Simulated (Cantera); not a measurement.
A perfectly stirred reactor is fed with C2H6 : N2 = 1 : 1.1 (molar parts), at 100000 Pa; it is held at 1323 K, and followed from long to short residence time.

Model: GRI-Mech 3.0 (53 species, 325 reactions), integrated in Cantera. GRI-Mech 3.0 stops at C3 and has no aromatics, soot or wall deposition, so with more carbon than oxygen in the feed, carbon stays in small species such as C2H2 where larger ones or solid carbon would form.

Problem. What does this change do: temperature 1323 to 1800 K?

Solution. 
```tsv
quantity	before	after
x(C2H6) at τ = 14.0 s	0.000997	2.06e-6
x(CH2) at τ = 14.0 s	8.81e-11	6.20e-8
x(HCN) at τ = 14.0 s	1.35e-10	4.53e-5
x(C2H2) at τ = 14.0 s	0.137	0.239
x(C2H) at τ = 14.0 s	4.43e-10	1.10e-6
x(C2H6) at τ = 99.0 ms	0.00973	5.67e-5
x(CH2) at τ = 99.0 ms	8.77e-10	2.89e-7
x(HCN) at τ = 99.0 ms	3.78e-11	1.31e-6
x(C2H2) at τ = 99.0 ms	0.111	0.232
x(C2H) at τ = 99.0 ms	1.56e-9	1.24e-6
```
